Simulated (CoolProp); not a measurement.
Vapour-liquid equilibrium of cyclohexane (1) + p-xylene (2) at 408.1 K; x and y are mole fractions of (1).

Values from CoolProp's multi-fluid Helmholtz-energy mixture model, Zhou 2014 and Zhou 2012; pair parameters Bell 2016.

| x | bubble pressure, mixture model (bar) | bubble pressure, Raoult's law (bar) | y, mixture model | y, Raoult's law |
|---|---|---|---|---|
| 0.05 | ___ | 1.081 | 0.211 | 0.187 |
| 0.125 | 1.412 | 1.315 | 0.411 | 0.384 |
| 0.2 | 1.681 | 1.548 | 0.540 | 0.522 |
| 0.275 | 1.935 | 1.782 | 0.630 | 0.624 |
| 0.35 | 2.176 | 2.016 | 0.699 | 0.702 |
| 0.425 | 2.406 | 2.250 | ___ | 0.764 |
| 0.5 | 2.627 | 2.483 | 0.797 | 0.814 |
| 0.575 | 2.842 | 2.717 | ___ | 0.855 |
| 0.65 | 3.053 | 2.951 | 0.869 | 0.890 |
| 0.725 | 3.262 | 3.185 | 0.900 | 0.920 |
| 0.8 | 3.470 | 3.418 | 0.928 | 0.946 |
| 0.875 | 3.681 | 3.652 | 0.956 | 0.968 |
| 0.95 | 3.896 | 3.886 | 0.982 | 0.988 |

Question: Fill in the missing entries.

Answer: 
- 0.05, bubble pressure, mixture model (bar): 1.126
- 0.425, y, mixture model: 0.752
- 0.575, y, mixture model: 0.835

The largest gap from Raoult's law is +8.6 % in bubble pressure, at x = 0.275. No azeotrope shows between x = 0.05 and 0.95.

The pair parameters rest on a limited set of measurements; away from them the model extrapolates.
